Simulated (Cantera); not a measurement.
Feed: 1 mol Pb, 2.9 mol H₂, 0.32 mol N₂, equilibrated at 1450 K and 24.0 mbar.

Equilibrium computed with Cantera from the NASA thermochemical tables; the gas is ideal and each condensed phase is pure. Candidate condensed phases: Pb; 11 gas species. Kinetics and transport are ignored.

Base state: H₂ 0.687, Pb 0.237, N₂ 0.0758, H 5.06e-5, Pb₂ 2.72e-5 (mole fractions); condensed: gas only.

Problem. What changes in the equilibrium state with this change: Pb replaced by HgO?

Solution. 
```csv
species,before,after
H₂,0.687,0.450
Hg,0,0.237
H₂O,0,0.237
Pb,0.237,0
N₂,0.0758,0.0758
Pb₂,2.72e-5,0
H,5.06e-5,4.10e-5
```
Further candidate phases: H₂O, Hg, HgO.
